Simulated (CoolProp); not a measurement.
Values from CoolProp's reference Helmholtz-energy equation of state, Fiedler 2023.

### Question
For tetrahydrofuran, give the phase and the density (kg/m³), Joule-Thomson coefficient (K/MPa) at 429.7 K and 4870 kPa; 515.8 K and 4870 kPa.

### Answer
- 429.7 K and 4870 kPa: liquid; density 730, Joule-Thomson coefficient -0.107
- 515.8 K and 4870 kPa: liquid; density 562, Joule-Thomson coefficient 1.18
